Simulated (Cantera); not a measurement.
A closed system holds: 1 mol Si, 1 mol F2, 5.9 mol N2, equilibrated at 600 K and 0.100 bar.

Equilibrium computed with Cantera from the NASA thermochemical tables; the gas is ideal and each condensed phase is pure. Candidate condensed phases: Si, Si3N4; 16 gas species. N2 is the only nitrogen source here; it is nearly inert below about 1500 K, so the nitride shown seldom forms there in practice. The numbers say what is thermodynamically allowed, not how fast it happens.

Base state: N2 0.918, SiF4 0.0824 (mole fractions); condensed: Si3N4(s).

Question: What changes in the equilibrium state with this change: F2 from 1 to 4.3 mol?

Answer: 
```csv
species,before,after
N2,0.918,0.669
NF3,<1e-9,0.198
SiF4,0.0824,0.130
F2,<1e-9,0.00301
F,<1e-9,2.44e-5
"Si3N4(s), mol",0.167,0
```
